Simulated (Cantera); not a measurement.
## Premixed flame

A freely propagating, adiabatic, planar premixed flame of 27.8 % H2, 16.8 % O2, 55.4 % N2, unburnt at 450 K and 4.93 atm; mixture-averaged transport, grid criteria slope 0.08 and curve 0.16, no radiation.

Cantera simulation using the H2/O2 subset of GRI-Mech 3.0, which has no nitrogen chemistry; the numbers are that mechanism's predictions, not measurements. The hydrogen kinetics of GRI-Mech 3.0 are dated; newer H2 mechanisms differ, most at raised pressure. Burning velocities carry a grid error of a few per cent, more on coarse grids.

| z (mm) | T (K) | u (m/s) | x H2 | x O2 | x H2O | x O | x HO2 | x H |
|---|---|---|---|---|---|---|---|---|
| -0.153 | 450 | 3.49 | 0.278 | 0.168 | 1.35e-8 | <1e-8 | <1e-8 | <1e-8 |
| -0.102 | 450 | 3.49 | 0.278 | 0.168 | 4.66e-7 | <1e-8 | 1.81e-8 | <1e-8 |
| -0.0766 | 450 | 3.48 | 0.277 | 0.168 | 4.27e-6 | <1e-8 | 1.91e-7 | <1e-8 |
| -0.0511 | 453 | 3.49 | 0.273 | 0.169 | 6.31e-5 | 9.09e-8 | 3.54e-6 | <1e-8 |
| -0.0255 | 525 | 3.90 | 0.243 | 0.173 | 0.00468 | 6.85e-6 | 0.000413 | 7.82e-6 |
| -0.0128 | 851 | 6.08 | 0.191 | 0.165 | 0.0408 | 0.000273 | 0.00102 | 0.00143 |
| 0 | 1325 | 9.22 | 0.119 | 0.129 | 0.122 | 0.00274 | 0.000484 | 0.00975 |
| 0.0128 | 1663 | 11.5 | 0.0619 | 0.0846 | 0.201 | 0.00664 | 0.000243 | 0.0176 |
| 0.0255 | 1857 | 12.8 | 0.0355 | 0.0596 | 0.241 | 0.00841 | 0.000135 | 0.0180 |
| 0.0511 | 2050 | 14.0 | 0.0221 | 0.0458 | 0.266 | 0.00758 | 6.82e-5 | 0.0124 |
| 0.102 | 2212 | 15.0 | 0.0153 | 0.0408 | 0.282 | 0.00484 | 3.44e-5 | 0.00618 |
| 0.204 | 2327 | 15.6 | 0.00920 | 0.0380 | 0.295 | 0.00263 | 1.76e-5 | 0.00253 |
| 0.409 | 2392 | 16.0 | 0.00505 | 0.0368 | 0.304 | 0.00140 | 1.06e-5 | 0.000968 |
x: mole fraction of selected species; z is measured from the peak of heat release.

```json
{
  "laminar_burning_velocity": "349 cm/s",
  "thermal_thickness": "0.0511 mm",
  "peak x(O)": "0.00853",
  "peak x(HO2)": "0.00112",
  "peak x(H)": "0.0186",
  "grid_points": "111"
}
```
